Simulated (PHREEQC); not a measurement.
## Phosphoric acid bath: speciation

A solution holds 0.019 mol NaH2PO4, 0.2 mol HNO3 and 2.2e-06 mol H4SiO4 per kg of water, at 25 °C. Closed to the air; pH follows from the charge balance.

Computed with PHREEQC (ion-association model, phreeqc.dat).

Precipitation was switched off in this run.

Question: What pH does the model give?

Answer: pH 0.84.

Question: In which forms is P present?

Answer: H3PO4 94 %, H2PO4- 6.2 % of the P.
